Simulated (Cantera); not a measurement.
An adiabatic, constant-pressure homogeneous reactor starts with CH4 : CO : O2 : N2 = 1 : 0.12 : 2.61 : 9.8 (molar parts), equivalence ratio 0.79, at 1150 K and 3.00 bar.

Detailed kinetics in Cantera: GRI-Mech 3.0 (53 species, 325 reactions).

### Question
Predict: time of steepest temperature rise; temperature at 2.00 s; equilibrium temperature; x(CO) at 2.00 s; x(O2) at 2.00 s; x(CO2) at 2.00 s; x(O) at 2.00 s; x(NO) at 2.00 s.

### Answer
| Quantity | Value |
|---|---|
| time of steepest temperature rise | 32.9 ms |
| temperature at 2.00 s | 2540 K |
| equilibrium temperature | 2540 K |
| x(CO) at 2.00 s | 0.00976 (gas-phase equilibrium 0.00976) |
| x(O2) at 2.00 s | 0.0385 (gas-phase equilibrium 0.0385) |
| x(CO2) at 2.00 s | 0.0725 (gas-phase equilibrium 0.0725) |
| x(O) at 2.00 s | 0.00201 (gas-phase equilibrium 0.00201) |
| x(NO) at 2.00 s | 0.0101 (gas-phase equilibrium 0.0101) |
